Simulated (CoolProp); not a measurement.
Computed with CoolProp (reference Helmholtz-energy equation of state, Schmidt 1985).

### Question
For oxygen, give the phase and the speed of sound (m/s), isothermal compressibility (1/MPa), conductivity (mW/(m K)), Prandtl number at -181.05 °C and 449 bar.

### Answer
- -181.05 °C and 449 bar: liquid; speed of sound 1060, isothermal compressibility 0.00116, conductivity 177, Prandtl number 2.40

Viscosity comes from a separate model (Lemmon 2004). Thermal conductivity comes from a separate model (Lemmon 2004).
